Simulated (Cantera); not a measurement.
A closed system holds: 1 mol B₂O₃, 0.42 mol N₂, 0.76 mol H₂, held at 1673.15 K and 0.410 bar.

These are equilibrium values from Cantera (NASA tables, ideal gas, pure condensed phases), not measurements of a reactor. Candidate condensed phases: B, BN, B₂O₃, B₃O₃H₃, H₂O; 39 gas species. Mutual solubility and eutectic melting of coexisting phases are not modelled. Gases not in the tables: H₃BO₃. Rates play no part.

**Question.** What is the equilibrium state?

**Answer.** 
```
Property                                    Value
------------------------------------  -----------
x(H₂)                                       0.633
x(N₂)                                       0.353
x(HBO₂)                                   0.00727
x(HBO)                                    0.00273
x(H₂O)                                    0.00241
x(B₂O₃)                                   0.00124
x(H)                                     0.000142
x(B₂O₂)                                   5.78e-5
x(BO)                                     1.26e-5
n(BN(s))                              0.00364 mol
n(B₂O₃(l))                              0.991 mol
gas amount                              1.186 mol
log10 activity of B(s) (absent)             -2.81
log10 activity of B₃O₃H₃(s) (absent)        -9.83
```
